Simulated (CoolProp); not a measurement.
Vapour-liquid equilibrium of R113 (1) + acetone (2) at 0.00508 MPa; x and y are mole fractions of (1).

Model: multi-fluid Helmholtz-energy mixture model, Marx 1992 and Lemmon 2006; pair parameters Bell 2016, in CoolProp.

Give the bubble temperature and the first vapour's composition at x = 0.25, 0.35, 0.85. Is there an azeotrope?

x = 0.25: 252.9 K, y = 0.542; x = 0.35: 251.8 K, y = 0.599; x = 0.85: 250.9 K, y = 0.792. y crosses x between x = 0.65 and 0.75: the model has an azeotrope there.

The pair parameters rest on a limited set of measurements; away from them the model extrapolates.
